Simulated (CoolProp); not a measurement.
Computed with CoolProp (reference Helmholtz-energy equation of state, Smukala 2000).

### Question
For ethylene, give the phase and the cp (kJ/(kg K)), cv (kJ/(kg K)) at 291.1 K and 177 kPa.

### Answer
- 291.1 K and 177 kPa: gas; cp 1.52, cv 1.21
